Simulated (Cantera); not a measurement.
Source: NASA polynomial tables (part measured, part estimated), evaluated in Cantera. Values are per mole of reaction as written; species without (g) are pure solids or liquids, kept so even where they would boil at 1 bar.

a) H2(g) + Br2(g) = 2 HBr(g)
b) Hg + Br2(g) = HgBr2
c) 0.5 Si + Br2(g) = 0.5 SiBr4(g)

Question: Order these by ΔG° at 498 K, most negative first.

Answer: c (-206 kJ), b (-126 kJ), a (-114 kJ)
